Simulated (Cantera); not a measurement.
Feed: 1 mol Si, 0.49 mol NH3, 110 mol N2, at 875 K and 1.33 mbar.

Cantera equilibrium calculation (NASA polynomials, part measured and part estimated; ideal gas, pure solids and liquids). Candidate condensed phases: Si, Si3N4; 18 gas species. The numbers say what is thermodynamically allowed, not how fast it happens.

Task: What is the equilibrium state?

Result: 
| Quantity | Value |
|---|---|
| x(N2) | 0.993 |
| x(H2) | 0.00666 |
| n(Si3N4(s)) | 0.333 mol |
| gas amount | 110.3 mol |
| log10 activity of Si(s) (absent) | -7.13 |
